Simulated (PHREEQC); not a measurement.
PHREEQC input (ion-association model, wateq4f.dat):

```
SOLUTION_MASTER_SPECIES
  An  An-  0  An  62.0  # stands for a non-complexing anion
SOLUTION_SPECIES
  An- = An-
    -log_k 0
    -gamma 3.0 0
PHASES
  Fix_H+
    H+ = H+
    -log_k 0
SOLUTION 1
  temp 25
  units mmol/kgw
  pH 7 charge
  Na 5
  An 5
END
SELECTED_OUTPUT 1
  -reset false
  -pH true
  -pe true
  -ionic_strength true
  -water true
  -totals Na
  -molalities Hfo_wOH Hfo_wOH2+ Hfo_wO- Hfo_sOH Hfo_sOH2+ Hfo_sO-
USER_PUNCH 1
  -headings sigma psi
  10 PUNCH EDL("sigma", "Hfo"), EDL("psi", "Hfo")
PRINT
  -reset false
USE solution 1
SURFACE 1
  Hfo_wOH 0.00047191 600 0.21
  Hfo_sOH 1.17978e-05
EQUILIBRIUM_PHASES 1
  Fix_H+ -4 HAn 10
    -force_equality true
  O2(g) -0.68 10
END
# ... the last block is repeated for the other 16 points of pH, with NaOH or the acid as the point needs
```

Selected output (columns that matter, 14 of 17 rows; pH added in front):

```
pH	mu	Na	m_Hfo_wOH	m_Hfo_wOH2+	m_Hfo_wO-	m_Hfo_sOH	m_Hfo_sOH2+	m_Hfo_sO-	sigma	psi
4	0.0052269	0.005	0.00022847	0.00023842	5.0154e-06	5.7118e-06	5.9606e-06	1.2539e-07	0.18322	0.19353
4.5	0.0051197	0.005	0.00028368	0.00017787	1.0364e-05	7.0919e-06	4.4468e-06	2.5911e-07	0.13149	0.17704
5	0.0050698	0.005	0.00032116	0.00013298	1.7768e-05	8.029e-06	3.3246e-06	4.442e-07	0.090442	0.15812
6	0.0050256	0.005	0.00035443	8.2669e-05	3.4811e-05	8.8608e-06	2.0667e-06	8.7028e-07	0.037567	0.11371
6.5	0.0050151	0.005	0.00035939	7.0609e-05	4.1907e-05	8.9849e-06	1.7652e-06	1.0477e-06	0.02253	0.088539
7	0.0050083	0.005	0.00036135	6.3308e-05	4.725e-05	9.0338e-06	1.5827e-06	1.1813e-06	0.012605	0.061905
7.5	0.0050039	0.005	0.00036205	5.8727e-05	5.1132e-05	9.0513e-06	1.4682e-06	1.2783e-06	0.0059619	0.034306
8.5	0.0050058	0.0050082	0.00036218	5.2536e-05	5.7198e-05	9.0544e-06	1.3134e-06	1.43e-06	-0.0036598	-0.021979
9	0.0050169	0.0050231	0.00036175	4.91e-05	6.1058e-05	9.0438e-06	1.2275e-06	1.5265e-06	-0.0093873	-0.049849
9.5	0.0050457	0.0050573	0.00036048	4.444e-05	6.6988e-05	9.0121e-06	1.111e-06	1.6747e-06	-0.0177	-0.076955
10	0.0051281	0.005148	0.00035706	3.8014e-05	7.6833e-05	8.9266e-06	9.5036e-07	1.9208e-06	-0.030471	-0.10277
11	0.006142	0.0061949	0.00032853	2.0049e-05	0.00012333	8.2133e-06	5.0123e-07	3.0832e-06	-0.08107	-0.14762
11.5	0.0085777	0.0086638	0.00028335	1.0319e-05	0.00017824	7.0838e-06	2.5798e-07	4.456e-06	-0.13181	-0.16394
12	0.016553	0.016693	0.00019187	3.0448e-06	0.00027699	4.7968e-06	7.612e-08	6.9248e-06	-0.21504	-0.17218
```
